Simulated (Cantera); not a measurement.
Input (Python, Cantera) and output of one run.

```python
import numpy as np
import cantera as ct

gas_names = [...]  # 123 gases of nasa_gas.yaml made of C, H, O, Si
cond_names = """
    C(gr) C6H6(L) C7H8(L) C8H18(L),n-octa H2O(s) H2O(L) Si(cr) Si(L) SiC(b) SiO2(Lqz) SiO2(hqz) SiO2(L)
""".split()


# ... load() reads the species with a 1 bar reference pressure and builds the phases ...
atoms = {
    'HMDSO': {'Si': 2, 'C': 6, 'H': 18, 'O': 1},
    'CO2': {'C': 1, 'O': 2},
}
top_T = {'C(gr)': 4500, 'SiC(b)': 3050}  # K; cautious upper limits of use, not melting points


# ... equilibrate(T, P, feed) seeds the gas with the atoms and calls Mixture.equilibrate('TP', solver="vcs", rtol=1e-11, max_steps=5000) ...
results = []
feed = {'HMDSO': 1, 'CO2': 0.87}  # mol
P = 1333.22  # Pa
for T in [698, 748, 798, 848, 898, 948, 998, 1048, 1098, 1148, 1198, 1248, 1298]:
    mix = equilibrate(T, P, feed)
    results.append((T, P, feed, dict(zip(mix.species_names, mix.species_moles))))

top = {s: max(r[3][s] / sum(r[3][g] for g in gas_names) for r in results) for s in gas_names}
cols = sorted((s for s in top if top[s] > 1e-06), key=lambda s: -top[s])[:8]
seen = [c for c in cond_names if any(r[3].get(c, 0) > 1e-12 for r in results)]
print("log10 of partial pressures in bar; condensed amounts in mol")
print(f"{'T/K':>10s}" + "".join(f"{s[:9]:>10s}" for s in cols + seen))
for T, P, feed, n in results:
    ng = sum(n[g] for g in gas_names)
    print(f"{T:10.4g}" + "".join(f"{np.log10(max(n[s] / ng * P / 1e5, 1e-99)):10.3f}" for s in cols)
          + "".join(f"{n.get(c, 0):10.4g}" for c in seen))
```

Output:

```
log10 of partial pressures in bar; condensed amounts in mol
       T/K        H2       CH4        CO       SiO         H       H2O     C(gr)    SiC(b) SiO2(Lqz) SiO2(hqz)
       698    -1.919    -2.890   -13.819   -19.715   -14.604   -13.078     5.448      0.63      1.37         0
       748    -1.893    -3.266   -12.282   -17.775   -13.487   -12.191     5.888      0.63      1.37         0
       798    -1.883    -3.623   -10.940   -16.081   -12.516   -11.431     6.082      0.63      1.37         0
       848    -1.879    -3.951    -9.758   -14.590   -11.660   -10.769     6.165      0.63         0      1.37
       898    -1.877    -4.248    -8.711   -13.269   -10.899   -10.185     6.202      0.63         0      1.37
       948    -1.876    -4.518    -7.776   -12.089   -10.218    -9.666      6.22      0.63         0      1.37
       998    -1.876    -4.762    -6.935   -11.028    -9.605    -9.200     6.228      0.63         0      1.37
      1048    -1.875    -4.985    -6.177   -10.071    -9.050    -8.780     6.232    0.6302         0      1.37
      1098    -1.875    -5.188    -5.488    -9.202    -8.544    -8.400     6.232    0.6311         0     1.369
      1148    -1.876    -5.375    -4.860    -8.410    -8.083    -8.054     6.223    0.6347         0     1.365
      1198    -1.877    -5.549    -4.286    -7.685    -7.659    -7.739     6.185    0.6475         0     1.352
      1248    -1.881    -5.715    -3.759    -7.019    -7.271    -7.452      6.06    0.6896         0      1.31
      1298    -1.893    -5.885    -3.273    -6.406    -6.916    -7.197     5.676    0.8176         0     1.182
```

Equilibrium computed with Cantera from the NASA thermochemical tables; the gas is ideal and each condensed phase is pure. The feed counts by its element totals alone. Mutual solubility and eutectic melting of coexisting phases are not modelled. The tables hold silica as quartz up to 1696 K and as liquid above; real silica turns to tridymite and cristobalite and melts near 1996 K.
